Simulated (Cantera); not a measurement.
Charge: 1 mol V2O3, 75 mol H2, 0.41 mol H2O, held at 2198.15 K and 133 Pa.

Cantera equilibrium calculation (NASA polynomials, part measured and part estimated; ideal gas, pure solids and liquids). Candidate condensed phases: H2O, V, VO, V2O3, V2O4, V2O5; 12 gas species. Equilibrium is a limit: real reactors are often held back by kinetics, nucleation or transport.

Base state: H2 0.830, H 0.139, VO2 0.0115, VO 0.0112, H2O 0.00653, V 0.00127, OH 0.000152, O 1.78e-5 (mole fractions); condensed: gas only.

Task: What changes in the equilibrium state with this change: pressure from 133 Pa to 1000 Pa?

Result: 
| species | before | after |
|---|---|---|
| H2 | 0.830 | 0.925 |
| H | 0.139 | 0.0536 |
| H2O | 0.00653 | 0.0133 |
| VO | 0.0112 | 0.00255 |
| VO2 | 0.0115 | 0.00479 |
| V | 0.00127 | 0.000158 |
| O | 1.78e-5 | 4.34e-6 |
| VO(l), mol | 0 | 1.41 |
VO: taken at fixed stoichiometry.
